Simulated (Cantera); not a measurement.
A closed system holds: 1 mol FeS2, 0.69 mol H2S, 1.8 mol H2O, at 12800 Torr.

Points: T (K) = 600, 650, 700, 750, 800, 850, 900, 950, 1000, 1050.

Cantera's Mixture.equilibrate('TP', solver="vcs", rtol=1e-11, max_steps=5000) on the NASA tables stopped like this:

```
*******************************************************************************
CanteraError thrown by VCS_SOLVE::solve_tp_inner:
vcs_solve_TP: ERROR on step change wt[32:FeS2(s)]: -1.734723475976807e-18 < 0.0
*******************************************************************************
```

Question: What got this run through?

Answer: This is not unique; one that fits is The failure is numerical, not chemical. The same input converged with solver="gibbs", rtol=1e-10, max_steps=50000, and the result passed a check of the equilibrium conditions:
```
log10 of partial pressures in bar; condensed amounts in mol
       T/K       H2O       H2S        S2       SO2       S2O        H2    FeS(c)   FeS2(s)
       600     1.090     0.673    -3.716    -3.875    -5.819    -2.694         0         1
       650     1.089     0.673    -3.104    -3.277    -5.088    -2.411         0         1
       700     1.089     0.673    -2.694    -2.934    -4.633    -2.110         0         1
       750     1.089     0.672    -2.373    -2.689    -4.290    -1.830         0         1
       800     1.089     0.671    -2.098    -2.481    -3.997    -1.582         0         1
       850     1.089     0.670    -1.856    -2.297    -3.739    -1.361         0         1
       900     1.088     0.667    -1.643    -2.134    -3.511    -1.165         0         1
       950     1.084     0.670    -1.084    -1.451    -2.763    -1.167   0.03069    0.9693
      1000     1.047     0.701    -0.307    -0.548    -1.739    -1.278    0.2822    0.7178
      1050     0.950     0.742     0.231    -0.129    -1.135    -1.283         1         0
```

The gas is ideal and each condensed phase is pure. FeS: taken at fixed stoichiometry. Gases not in the tables: S3 to S7.
